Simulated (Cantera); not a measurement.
## Equilibrium for carbothermic reduction: Cu2O + C + H2

Charge: 1 mol Cu2O, a varied amount of C, 6.4 mol H2, at 1200 K and 1330 Pa.

Cantera equilibrium calculation (NASA polynomials, part measured and part estimated; ideal gas, pure solids and liquids). Candidate condensed phases: C, C6H6, C7H8, C8H18, Cu, CuO, Cu(OH)2, Cu2O, H2O; 113 gas species. Equilibrium is a limit: real reactors are often held back by kinetics, nucleation or transport.

```json
[
 {"n(C) (mol)": "0.58", "x H2": "0.861", "x CO": "0.0793", "x H2O": "0.0564", "x CO2": "0.00378", "n Cu(s)": "2.00", "n C(graphite)": "0"},
 {"n(C) (mol)": "1.3", "x H2": "0.865", "x CO": "0.135", "x H2O": "4.04e-5", "x CO2": "4.60e-6", "n Cu(s)": "2.00", "n C(graphite)": "0.299"},
 {"n(C) (mol)": "2", "x H2": "0.865", "x CO": "0.135", "x H2O": "4.04e-5", "x CO2": "4.60e-6", "n Cu(s)": "2.00", "n C(graphite)": "0.999"},
 {"n(C) (mol)": "2.8", "x H2": "0.865", "x CO": "0.135", "x H2O": "4.04e-5", "x CO2": "4.60e-6", "n Cu(s)": "2.00", "n C(graphite)": "1.80"},
 {"n(C) (mol)": "3.5", "x H2": "0.865", "x CO": "0.135", "x H2O": "4.04e-5", "x CO2": "4.60e-6", "n Cu(s)": "2.00", "n C(graphite)": "2.50"},
 {"n(C) (mol)": "4.2", "x H2": "0.865", "x CO": "0.135", "x H2O": "4.04e-5", "x CO2": "4.60e-6", "n Cu(s)": "2.00", "n C(graphite)": "3.20"},
 {"n(C) (mol)": "4.9", "x H2": "0.865", "x CO": "0.135", "x H2O": "4.04e-5", "x CO2": "4.60e-6", "n Cu(s)": "2.00", "n C(graphite)": "3.90"},
 {"n(C) (mol)": "5.7", "x H2": "0.865", "x CO": "0.135", "x H2O": "4.04e-5", "x CO2": "4.60e-6", "n Cu(s)": "2.00", "n C(graphite)": "4.70"},
 {"n(C) (mol)": "6.4", "x H2": "0.865", "x CO": "0.135", "x H2O": "4.04e-5", "x CO2": "4.60e-6", "n Cu(s)": "2.00", "n C(graphite)": "5.40"},
 {"n(C) (mol)": "7.1", "x H2": "0.865", "x CO": "0.135", "x H2O": "4.04e-5", "x CO2": "4.60e-6", "n Cu(s)": "2.00", "n C(graphite)": "6.10"}
]
```
x: gas mole fraction; n: condensed amount in mol.

At 0.58 mol C the condensed part is Cu(s). From 1.3 mol C to 7.1 mol C the condensed part is C(graphite) + Cu(s). The main Cu-bearing gas is Cu throughout.
